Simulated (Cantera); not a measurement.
A closed system holds: 1 mol CO2, 0.058 mol SO2, 1.4 mol H2, held at 10.0 Torr.

Equilibrium computed with Cantera from the NASA thermochemical tables; the gas is ideal and each condensed phase is pure. Candidate condensed phases: C, C6H6, C7H8, C8H18, H2O, H2SO4, S; 123 gas species. Gases not in the tables: S3 to S7. Rates play no part.

x: gas mole fraction; nothing condenses.

| T (K) | x H2O | x CO | x H2 | x CO2 | x H2S | x SO2 |
|---|---|---|---|---|---|---|
| 1025 | 0.251 | 0.202 | 0.308 | 0.214 | 0.0236 | 4.88e-7 |
| 1100 | 0.268 | 0.219 | 0.292 | 0.197 | 0.0232 | 3.86e-6 |
| 1175 | 0.281 | 0.233 | 0.279 | 0.183 | 0.0222 | 2.27e-5 |
| 1250 | 0.293 | 0.245 | 0.269 | 0.171 | 0.0199 | 9.97e-5 |
| 1325 | 0.303 | 0.255 | 0.261 | 0.159 | ? | ? |
| 1400 | 0.312 | 0.265 | 0.256 | 0.149 | 0.0125 | 0.000867 |
| 1475 | 0.318 | 0.274 | 0.251 | 0.139 | 0.00914 | 0.00188 |
| 1550 | 0.322 | 0.281 | 0.248 | 0.130 | ? | ? |
| 1625 | 0.324 | 0.289 | 0.246 | 0.122 | 0.00444 | 0.00571 |
| 1700 | 0.325 | 0.296 | 0.245 | 0.114 | 0.00297 | 0.00825 |
| 1775 | 0.325 | 0.301 | 0.245 | 0.107 | 0.00192 | 0.0107 |
| 1850 | 0.324 | 0.306 | 0.244 | 0.101 | 0.00119 | 0.0127 |
| 1925 | 0.324 | 0.310 | 0.242 | 0.0966 | 0.000713 | 0.0140 |

### Question
What belongs in the gaps?

### Answer

- 1550, x H2S: 0.00645
- 1550, x SO2: 0.00350
- 1325, x H2S: 0.0164
- 1325, x SO2: 0.000331
